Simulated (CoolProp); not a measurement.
Saturation properties of CHF3 (R23).

Computed with CoolProp (reference Helmholtz-energy equation of state, Penoncello 2003).

| T (K) | p (MPa) | liquid density (kg/m³) | vapour density (kg/m³) | enthalpy of vaporisation (kJ/kg) | liquid viscosity (µPa s) |
|---|---|---|---|---|---|
| 223.3 | 0.4819 | 1315 | 20.55 | 209.8 | 190 |
| 228.6 | ? | ? | 25.26 | 204.1 | 177 |
| 233.8 | 0.7237 | 1267 | 30.70 | 198.3 | 165 |
| 239.1 | ? | 1241 | 37.21 | 191.9 | 153 |
| 244.4 | 1.051 | 1214 | 44.87 | 185.2 | 142 |
| 249.7 | 1.251 | 1186 | 53.86 | 177.9 | 132 |
| 255 | 1.478 | 1156 | 64.45 | 170.2 | 123 |
| 260.3 | 1.734 | 1124 | 76.98 | 161.7 | 114 |
| 265.6 | 2.023 | 1090 | 91.91 | 152.5 | ? |
| 270.9 | 2.346 | 1052 | 109.9 | 142.3 | 96.2 |
| 276.2 | 2.707 | 1011 | 131.9 | 130.9 | 87.6 |
| 281.4 | 3.102 | 964.1 | 159.1 | 118.0 | 79.1 |
| 286.7 | 3.548 | 908.0 | 195.4 | 102.3 | 70.2 |

What belongs in the gaps?


- 228.6, p (MPa): 0.5947
- 228.6, liquid density (kg/m³): 1291
- 239.1, p (MPa): 0.8759
- 265.6, liquid viscosity (µPa s): 105

It boils at 191.1 K under 1 atm.

Viscosity comes from a separate model (Shan 2000).
